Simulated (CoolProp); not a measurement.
Properties of R245fa along the isotherm 440 K.

The numbers come from the reference Helmholtz-energy equation of state, Akasaka 2015 in CoolProp.

```json
[
 {"p (bar)": "7.61", "phase": "gas", "density (kg/m³)": "29.82", "conductivity (mW/(m K))": "29.2"},
 {"p (bar)": "15.2", "phase": "gas", "density (kg/m³)": "64.54", "conductivity (mW/(m K))": "29.7"},
 {"p (bar)": "22.8", "phase": "gas", "density (kg/m³)": "107.1", "conductivity (mW/(m K))": "30.8"},
 {"p (bar)": "30.4", "phase": "gas", "density (kg/m³)": "164.1", "conductivity (mW/(m K))": "33.1"},
 {"p (bar)": "38", "phase": "supercritical", "density (kg/m³)": "256.6", "conductivity (mW/(m K))": "38.4"},
 {"p (bar)": "45.6", "phase": "supercritical", "density (kg/m³)": "536.8", "conductivity (mW/(m K))": "51.5"},
 {"p (bar)": "53.2", "phase": "supercritical", "density (kg/m³)": "728.4", "conductivity (mW/(m K))": "53.7"},
 {"p (bar)": "60.8", "phase": "supercritical", "density (kg/m³)": "791.6", "conductivity (mW/(m K))": "55.8"},
 {"p (bar)": "68.5", "phase": "supercritical", "density (kg/m³)": "830.9", "conductivity (mW/(m K))": "57.6"},
 {"p (bar)": "76.1", "phase": "supercritical", "density (kg/m³)": "859.4", "conductivity (mW/(m K))": "59.1"},
 {"p (bar)": "83.7", "phase": "supercritical", "density (kg/m³)": "882.1", "conductivity (mW/(m K))": "60.4"},
 {"p (bar)": "91.3", "phase": "supercritical", "density (kg/m³)": "901.2", "conductivity (mW/(m K))": "61.6"}
]
```

Thermal conductivity comes from a separate model (Huber 2003), an estimate that may be off by 10 % or more.
